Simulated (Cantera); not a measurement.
Input: 1 mol MgO, 0.52 mol C, 2.3 mol CO, equilibrated at 750 °C and 1.00 bar.

Method: chemical equilibrium by Gibbs-energy minimisation in Cantera with the NASA 1993 tables (ideal gas, pure condensed phases). Candidate condensed phases: C, Mg, MgCO3, MgO; 15 gas species. The numbers say what is thermodynamically allowed, not how fast it happens.

Base state: CO 0.782, CO2 0.218 (mole fractions); condensed: C(graphite) + MgO(s).

### Question
What changes in the equilibrium state with this change: MgO replaced by PbO?

### Answer
```json
[
 {"species": "CO", "before": "0.782", "after": "0.782"},
 {"species": "CO2", "before": "0.218", "after": "0.218"},
 {"species": "Pb", "before": "0", "after": "2.67e-5"},
 {"species": "C(graphite), mol", "before": "0.932", "after": "0.111"},
 {"species": "MgO(s), mol", "before": "1.00", "after": "0"},
 {"species": "Pb(l), mol", "before": "0", "after": "1.000"}
]
```
Further candidate phases: Pb, PbO, PbO2, Pb3O4.
